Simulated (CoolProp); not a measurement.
Vapour-liquid equilibrium of ethanol (1) + o-xylene (2) at 59.15 °C; x and y are mole fractions of (1).

Values from CoolProp's multi-fluid Helmholtz-energy mixture model, Schroeder 2014 and Zhou 2012; pair parameters Bell 2016.

```tsv
x	bubble pressure (MPa)	y at the bubble point	dew pressure at overall composition x (MPa)	liquid density (mol/L)
0.05	0.01781	0.716	0.005521	8.177
0.15	0.03115	0.847	0.006162	8.612
0.25	0.03639	0.874	0.006971	9.103
0.35	___	0.883	0.008022	9.663
0.45	0.03888	0.886	0.009446	10.31
0.55	0.03930	0.889	0.01148	11.05
0.65	0.03996	___	0.01462	11.91
0.75	0.04104	0.906	___	12.93
0.85	0.04251	0.930	___	14.13
0.95	0.04419	0.970	0.04346	15.56
```

Q: What belongs in the gaps?

A: 
- 0.35, bubble pressure (MPa): 0.03824
- 0.65, y at the bubble point: 0.894
- 0.75, dew pressure at overall composition x (MPa): 0.02010
- 0.85, dew pressure at overall composition x (MPa): 0.03173

No azeotrope shows between x = 0.05 and 0.95.

The pair parameters rest on a limited set of measurements; away from them the model extrapolates. With so large a gap from Raoult's law the liquid may split in two, which this calculation doesn't test in full.
